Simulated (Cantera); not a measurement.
Thermodynamics of oxide etching and cleaning by halides, feed MgO + NF₃ + HF

Feed: 1 mol MgO, 0.87 mol NF₃, 2.3 mol HF, held at 2.10 Pa.

Cantera equilibrium calculation (NASA polynomials, part measured and part estimated; ideal gas, pure solids and liquids). Candidate condensed phases: H₂O, Mg, MgF₂, MgO, Mg(OH)₂; 50 gas species. Rates play no part.

| T (K) | x HF | x MgF₂ | x F | x O₂ | x N₂ | x O | x NO | x F₂ | n MgF₂(s) |
|---|---|---|---|---|---|---|---|---|---|
| 1023 | 0.598 | 1.96e-6 | 0.159 | 0.130 | 0.113 | 2.45e-8 | 1.19e-5 | 3.51e-5 | 1.000 |
| 1123 | 0.598 | 0.000106 | 0.159 | 0.130 | 0.113 | 3.46e-7 | 3.11e-5 | 6.23e-6 | 1.000 |
| 1223 | 0.596 | 0.00293 | 0.158 | 0.130 | 0.113 | 3.17e-6 | 6.91e-5 | 1.45e-6 | 0.989 |
| 1323 | 0.569 | 0.0481 | 0.151 | 0.124 | 0.108 | 2.04e-5 | 0.000130 | 3.85e-7 | 0.806 |
| 1423 | 0.475 | 0.206 | 0.126 | 0.103 | 0.0897 | 9.43e-5 | 0.000194 | 9.24e-8 | 0 |
| 1523 | 0.475 | 0.206 | 0.126 | 0.103 | 0.0896 | 0.000386 | 0.000323 | 3.66e-8 | 0 |
| 1623 | 0.474 | 0.206 | 0.126 | 0.102 | 0.0895 | 0.00133 | 0.000502 | 1.62e-8 | 0 |
| 1723 | 0.474 | 0.206 | 0.126 | 0.101 | 0.0892 | 0.00394 | 0.000737 | 7.85e-9 | 0 |
x: gas mole fraction; n: condensed amount in mol.

From 1023 K to 1323 K the condensed part is MgF₂(s). From 1423 K to 1723 K nothing is condensed. The main Mg-bearing gas is MgF₂ throughout.
